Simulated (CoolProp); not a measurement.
Saturated liquid density (kg/m³) of CH2F2 (R32): the reference equation beside estimates from Tc = 78.1 °C, pc = 5783 kPa, ω = 0.277.

Computed with CoolProp (reference Helmholtz-energy equation of state, Tillner-Roth 1997).

| T (°C) | reference | van der Waals | Soave-Redlich-Kwong | Peng-Robinson |
|---|---|---|---|---|
| -32.85 | 1159 | 596.0 | 903.8 | 1023 |
| -27.65 | 1144 | 588.5 | 891.3 | 1009 |
| -22.45 | 1128 | 580.8 | 878.3 | 994.8 |
| -17.15 | 1112 | 572.8 | 864.5 | 979.7 |
| -11.95 | 1095 | 564.6 | 850.4 | 964.1 |
| -6.65 | 1078 | 556.0 | 835.4 | 947.4 |
| -1.45 | 1060 | 547.3 | 820.0 | 930.2 |
| 3.75 | 1042 | 538.3 | 803.9 | 912.2 |
| 9.05 | 1023 | 528.7 | 786.6 | 892.8 |
| 14.25 | 1004 | 518.9 | 768.8 | 872.6 |
| 19.45 | 983.6 | 508.7 | 750.0 | 851.3 |
| 24.75 | 962.0 | 497.8 | 729.7 | 828.2 |
| 29.95 | 939.8 | 486.6 | 708.6 | 804.1 |

Absolute difference from the reference over all 13 rows, mean and median: van der Waals 48.4 and 48.4 %, Soave-Redlich-Kwong 22.9 and 22.6 %, Peng-Robinson 12.6 and 12.2 %.
